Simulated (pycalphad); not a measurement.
CALPHAD calculation (pycalphad, COST 507 light-alloy database (1999)), 1 atm. The database dates from 1999; later assessments differ in places, in temperatures and in the compounds included. Phase fractions are per mole of atoms.

Problem. Give the equilibrium state of Ti-0.3448C (wt.%) at 1290 K.

Solution. 
```
T = 1290.00 K, P = 101325 Pa, N = 1 mol of atoms
G = -67949 J/mol, H = 31064 J/mol, S = 76.75 J/(mol K)  (SER reference)
chemical potentials (J/mol): Ti -65579, C -239854
phase             fraction      x(Ti)       x(C)
BCC_A2              0.9770     0.9941     0.0059
FCC_A1              0.0230     0.6584     0.3416
```

Problem. Give the equilibrium state of Ti-0.3448C (wt.%) at 1090 K.

Solution. 
```
T = 1090.00 K, P = 101325 Pa, N = 1 mol of atoms
G = -53427 J/mol, H = 20840 J/mol, S = 68.13 J/(mol K)  (SER reference)
chemical potentials (J/mol): Ti -50910, C -235970
phase             fraction      x(Ti)       x(C)
HCP_A3              0.9942     0.9884     0.0116
FCC_A1              0.0058     0.6510     0.3490
```

FCC_A1 is fcc; BCC_A2 is bcc; HCP_A3 is hcp. The fcc model also describes the rock-salt carbide or nitride (TiC, TiN, HfC).
